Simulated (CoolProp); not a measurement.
Vapour-liquid equilibrium of propane (1) + neopentane (2) at 0.737 MPa; x and y are mole fractions of (1).

Values from CoolProp's multi-fluid Helmholtz-energy mixture model, Lemmon 2009 and Lemmon 2006; pair parameters Bell 2016.

| x | bubble temperature, mixture model (K) | bubble temperature, Raoult's law (K) | y, mixture model | y, Raoult's law |
|---|---|---|---|---|
| 0.05 | [?] | 346.3 | [?] | 0.186 |
| 0.2 | 340.3 | 330.0 | [?] | 0.538 |
| 0.35 | [?] | 318.0 | 0.590 | 0.727 |
| 0.5 | [?] | 308.8 | 0.766 | 0.839 |
| 0.65 | 309.3 | 301.3 | 0.889 | 0.910 |
| 0.8 | 299.0 | 295.2 | [?] | 0.958 |
| 0.95 | 290.6 | 290.0 | [?] | 0.991 |

Q: Fill in the missing entries.

A: 
- 0.05, bubble temperature, mixture model (K): 349.8
- 0.05, y, mixture model: 0.105
- 0.2, y, mixture model: 0.372
- 0.35, bubble temperature, mixture model (K): 330.6
- 0.5, bubble temperature, mixture model (K): 320.2
- 0.8, y, mixture model: 0.961
- 0.95, y, mixture model: 0.994

The largest gap from Raoult's law is +12.6 K in bubble temperature, at x = 0.35. No azeotrope shows between x = 0.05 and 0.95.

The pair parameters rest on a limited set of measurements; away from them the model extrapolates.
